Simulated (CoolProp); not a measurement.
Vapour-liquid equilibrium of ethylene (1) + propane (2) at -58.65 °C; x and y are mole fractions of (1).

Values from CoolProp's multi-fluid Helmholtz-energy mixture model, Smukala 2000 and Lemmon 2009; pair parameters Bell 2016.

| x | bubble pressure (MPa) | y at the bubble point | dew pressure at overall composition x (MPa) | liquid density (mol/L) |
|---|---|---|---|---|
| 0.05 | 0.08562 | 0.483 | 0.04816 | 13.78 |
| 0.125 | 0.1454 | 0.712 | 0.05212 | 14.07 |
| 0.2 | 0.2046 | 0.808 | 0.05679 | 14.36 |
| 0.275 | 0.2626 | 0.861 | 0.06237 | 14.65 |
| 0.35 | 0.3191 | 0.894 | 0.06916 | 14.95 |
| 0.425 | 0.3741 | 0.917 | 0.07760 | 15.26 |
| 0.5 | 0.4276 | 0.935 | 0.08837 | 15.57 |
| 0.575 | 0.4801 | 0.948 | 0.1026 | 15.89 |
| 0.65 | 0.5321 | 0.959 | 0.1222 | 16.21 |
| 0.725 | 0.5841 | 0.969 | 0.1511 | 16.53 |
| 0.8 | 0.6372 | 0.978 | 0.1976 | 16.85 |
| 0.875 | 0.6921 | 0.986 | 0.2841 | 17.18 |
| 0.95 | 0.7502 | 0.995 | 0.4880 | 17.49 |

No azeotrope shows between x = 0.05 and 0.95.

The pair parameters rest on a limited set of measurements; away from them the model extrapolates. The gap from Raoult's law changes sign with composition, which may be real or a fault of the pair parameters; it wasn't checked against measurements.
